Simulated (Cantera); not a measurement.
Mixture: CH4 : C2H6 : O2 : N2 = 1 : 0.031 : 1.76 : 23 (molar parts), equivalence ratio 1.2, at 1.01 bar, adiabatic and at constant volume. Ignition delay is the time to a rise of 400 K.

Model: GRI-Mech 3.0 (53 species, 325 reactions), integrated in Cantera.

### Question
Predict: delay at 1200 K; delay at 1300 K; delay at 1400 K; delay at 1500 K; delay at 1600 K; delay at 1700 K; apparent activation energy between 1500 and 1700 K.

### Answer
| Quantity | Value |
|---|---|
| delay at 1200 K | 76.4 ms |
| delay at 1300 K | 20.4 ms |
| delay at 1400 K | 5.52 ms |
| delay at 1500 K | 1.62 ms |
| delay at 1600 K | 0.560 ms |
| delay at 1700 K | 0.241 ms |
| apparent activation energy between 1500 and 1700 K | 200 kJ/mol |
